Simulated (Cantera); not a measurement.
**Gas-phase reforming**

An isothermal, constant-pressure homogeneous reactor starts with CH4 : CO2 = 1 : 2.3 (molar parts), at 2025 K and 100000 Pa.

Computed with Cantera and GRI-Mech 3.0 (53 species, 325 reactions).

```json
[
 {"t (s)": "2.00e-6", "x CH4": "0.301", "x CO2": "0.696", "x H2": "0.000629", "x CH2CO": "2.66e-11", "x C2H4": "4.99e-6", "x H2O": "3.63e-5"},
 {"t (s)": "6.83e-6", "x CH4": "0.297", "x CO2": "0.695", "x H2": "0.00260", "x CH2CO": "1.33e-9", "x C2H4": "0.000239", "x H2O": "0.000157"},
 {"t (s)": "2.33e-5", "x CH4": "0.272", "x CO2": "0.685", "x H2": "0.0205", "x CH2CO": "1.68e-7", "x C2H4": "0.00614", "x H2O": "0.00147"},
 {"t (s)": "7.95e-5", "x CH4": "0.165", "x CO2": "0.611", "x H2": "0.122", "x CH2CO": "1.90e-5", "x C2H4": "0.0164", "x H2O": "0.0176"},
 {"t (s)": "0.000271", "x CH4": "0.0658", "x CO2": "0.464", "x H2": "0.180", "x CH2CO": "0.000110", "x C2H4": "0.00260", "x H2O": "0.0897"},
 {"t (s)": "0.000926", "x CH4": "0.0134", "x CO2": "0.269", "x H2": "0.116", "x CH2CO": "0.000257", "x C2H4": "0.000328", "x H2O": "0.220"},
 {"t (s)": "0.00316", "x CH4": "0.00589", "x CO2": "0.162", "x H2": "0.133", "x CH2CO": "0.000150", "x C2H4": "9.82e-5", "x H2O": "0.223"},
 {"t (s)": "0.0108", "x CH4": "0.00331", "x CO2": "0.105", "x H2": "0.189", "x CH2CO": "2.96e-5", "x C2H4": "2.54e-5", "x H2O": "0.180"},
 {"t (s)": "0.0368", "x CH4": "0.000204", "x CO2": "0.0855", "x H2": "0.216", "x CH2CO": "5.77e-7", "x C2H4": "3.21e-7", "x H2O": "0.161"},
 {"t (s)": "0.126", "x CH4": "1.30e-9", "x CO2": "0.0850", "x H2": "0.217", "x CH2CO": "1.39e-12", "x C2H4": "<1e-12", "x H2O": "0.160"},
 {"t (s)": "0.429", "x CH4": "1.28e-9", "x CO2": "0.0850", "x H2": "0.217", "x CH2CO": "1.35e-12", "x C2H4": "<1e-12", "x H2O": "0.160"},
 {"t (s)": "1.46", "x CH4": "1.28e-9", "x CO2": "0.0850", "x H2": "0.217", "x CH2CO": "1.35e-12", "x C2H4": "<1e-12", "x H2O": "0.160"},
 {"t (s)": "5.00", "x CH4": "1.28e-9", "x CO2": "0.0850", "x H2": "0.217", "x CH2CO": "1.35e-12", "x C2H4": "<1e-12", "x H2O": "0.160"}
]
```
x: mole fraction; the columns are a selection and need not sum to one.

Equilibrium at this temperature and pressure: CH4 1.42e-9, CO2 0.0850, H2 0.217, CH2CO 1.49e-12, C2H4 <1e-12, H2O 0.160 (gas phase only).
